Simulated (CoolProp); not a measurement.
Acetone along the isobar 7.12 bar: Z from the reference equation and from simpler models built on Tc = 235.0 °C, pc = 46.92 bar, ω = 0.307; each cubic takes its own stable root.

Computed with CoolProp (reference Helmholtz-energy equation of state, Lemmon 2006). It is a short technical equation, of lower accuracy than the large ones.

```
T (°C)   phase  reference  Redlich-Kwong  Soave-Redlich-Kwong  Peng-Robinson
------  ------  ---------  -------------  -------------------  -------------
59.95   liquid    0.02004        0.02671              0.02557        0.02263
68.95   liquid    0.01980        0.02645              0.02527        0.02235
78.05   liquid    0.01959        0.02624              0.02502        0.02211
87.05   liquid    0.01940        0.02608              0.02481        0.02192
96.15   liquid    0.01925        0.02597              0.02465        0.02176
105.15  liquid    0.01912        0.02591              0.02454        0.02166
114.25  liquid    0.01903         0.8772              0.02449        0.02160
123.35  liquid    0.01897         0.8858              0.02450        0.02160
132.35     gas     0.8405         0.8935               0.8816         0.8746
141.45     gas     0.8568         0.9006               0.8904         0.8835
150.45     gas     0.8705         0.9069               0.8983         0.8915
```

At some of these states Redlich-Kwong gives the other phase, because its saturation line lies elsewhere.
